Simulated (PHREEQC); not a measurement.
Solution (58 °C): 32 mmol/kgw H3AsO4 and 120 mmol/kgw NH3. Closed to the air; pH follows from the charge balance.

The numbers come from PHREEQC with the ion-association model, wateq4f.dat.

No solid was allowed to form.

**Question.** What pH, ionic strength does the model give?

**Answer.** pH 8.40; ionic strength 0.0950 mol/kgw.

**Question.** In which forms is N present?

**Answer.** NH4+ 53 %, NH3 47 % of the N.

At this temperature some constants are extrapolated from 25 °C, and those without enthalpy data are left unchanged.
